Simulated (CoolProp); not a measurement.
Model: reference Helmholtz-energy equation of state, Thol 2017, in CoolProp.

**Question.** For octamethyltrisiloxane (MDM), give the phase and the isothermal compressibility (1/MPa), fugacity coefficient at 225.1 K and 7.34 bar; 391.3 K and 7.34 bar; 491 K and 7.34 bar.

**Answer.** 
- 225.1 K and 7.34 bar: liquid; isothermal compressibility 0.000991, fugacity coefficient 8.19e-7
- 391.3 K and 7.34 bar: liquid; isothermal compressibility 0.00429, fugacity coefficient 0.0526
- 491 K and 7.34 bar: liquid; isothermal compressibility 0.0202, fugacity coefficient 0.498
